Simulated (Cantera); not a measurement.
**Transport properties of process gases**

Gas mixture: 15.8 % N2, 18.4 % CH3OH, 65.8 % H2, at 0.133 bar, frozen composition.

Cantera's kinetic-theory transport with the Lennard-Jones parameters of GRI-Mech 3.0, ideal gas; thermal conductivity in the mixture-averaged form. Polar gases are described roughly by these parameters. The composition is frozen, though it would react at the higher temperatures.

```tsv
T (K)	ρ (kg/m³)	cp (J/kg/K)	μ (µPa s)	λ (mW/m/K)	Pr	D (cm²/s) C2H2	D (cm²/s) CO2	D (cm²/s) NH3
400	0.0467	2863	16.3	116	0.403	3.60	3.51	4.75
650	0.0287	3185	24.1	173	0.442	8.59	8.43	11.8
900	0.0208	3466	30.9	228	0.469	15.1	14.9	21.1
1150	0.0162	3701	36.9	281	0.486	23.0	22.7	32.4
1400	0.0133	3894	42.4	333	0.495	32.0	31.7	45.5
1650	0.0113	4051	47.4	384	0.501	42.2	41.8	60.2
1900	0.00983	4179	52.2	433	0.504	53.5	52.9	76.5
2150	0.00869	4282	56.7	480	0.506	65.7	65.1	94.2
2400	0.00778	4366	61.0	526	0.507	78.9	78.2	113
```
D: mixture-averaged diffusion coefficient of that species in the mixture.
